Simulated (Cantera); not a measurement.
Charge: 1 mol B2H6, 0.42 mol N2, 14 mol H2, held at 950 °C and 0.00650 bar.

These are equilibrium values from Cantera (NASA tables, ideal gas, pure condensed phases), not measurements of a reactor. Candidate condensed phases: B, BN; 15 gas species. The feed counts by its element totals alone. N2 is the only nitrogen source here; it is nearly inert below about 1500 K, so the nitride shown seldom forms there in practice. Mutual solubility and eutectic melting of coexisting phases are not modelled. Equilibrium is a limit: real reactors are often held back by kinetics, nucleation or transport.

**Question.** What is the equilibrium state?

**Answer.** 
```
Item            Value
----------  ---------
x(H2)           1.000
x(H)          3.73e-6
n(B(s))      1.16 mol
n(BN(s))    0.840 mol
gas amount  17.00 mol
```
